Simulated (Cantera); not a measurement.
Charge: 1 mol MgO, 4.9 mol H2, equilibrated at 7.10 mbar.

Method: chemical equilibrium by Gibbs-energy minimisation in Cantera with the NASA 1993 tables (ideal gas, pure condensed phases). Candidate condensed phases: H2O, Mg, MgO, Mg(OH)2; 30 gas species. Ions and electrons are included (thermal ionisation). The numbers say what is thermodynamically allowed, not how fast it happens. All values below are at 4500 K.

Base state: H 0.824, O 0.0841, Mg 0.0769, Mg+ 0.00727, e- 0.00727, H2 0.000403, OH 7.52e-5 (mole fractions); condensed: gas only.

### Question
What changes in the equilibrium state with this change: H2 from 4.9 to 0.013 mol?

### Answer
```json
[
 {"species": "O", "before": "0.0841", "after": "0.484"},
 {"species": "Mg", "before": "0.0769", "after": "0.467"},
 {"species": "Mg+", "before": "0.00727", "after": "0.0179"},
 {"species": "H", "before": "0.824", "after": "0.0126"},
 {"species": "e-", "before": "0.00727", "after": "0.0179"},
 {"species": "H2", "before": "0.000403", "after": "9.43e-8"},
 {"species": "MgO", "before": "5.75e-6", "after": "0.000201"},
 {"species": "O2", "before": "4.06e-6", "after": "0.000135"}
]
```
